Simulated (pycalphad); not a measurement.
**Phase fractions of Si-38.7C (at.%)**

Source of the numbers: pycalphad with the COST 507 light-alloy database (1999); pressure 1 atm. No gas phase is included, though pure Si would boil below 3300 K. The database dates from 1999; later assessments differ in places, in temperatures and in the compounds included. Phase fractions are per mole of atoms. Diffusion is slow at the low end, where real alloys seldom reach equilibrium.

```tsv
T (K)	liquid	graphite	CSI	diamond (Si)
3300	0.811	0.189	-	-
3200	0.774	0.226	-	-
3100	0.742	0.258	-	-
3000	0.294	-	0.706	-
2900	(withheld)	-	(withheld)	-
2800	0.251	-	0.749	-
2700	0.241	-	0.759	-
2600	0.235	-	0.765	-
2500	0.232	-	0.768	-
2400	0.229	-	0.771	-
2300	0.228	-	0.772	-
2200	0.227	-	0.773	-
2100	0.226	-	0.774	-
2000	0.226	-	0.774	-
1900	0.226	-	0.774	-
1800	0.226	-	0.774	-
1700	0.226	-	0.774	-
1600	-	-	0.774	0.226
1500	-	-	0.774	0.226
1400	-	-	0.774	0.226
1300	-	-	0.774	0.226
1200	-	-	0.774	0.226
1100	-	-	0.774	0.226
1000	-	-	0.774	0.226
900	-	-	0.774	0.226
800	-	-	0.774	0.226
700	-	-	0.774	0.226
600	-	-	0.774	0.226
500	-	-	0.774	0.226
```

Task: Complete the blanks.

Result: 
- 2900, liquid: 0.266
- 2900, CSI: 0.734

Database names, with the compositions (at.%) that they take in these runs: CSI: Si 50 C 50.
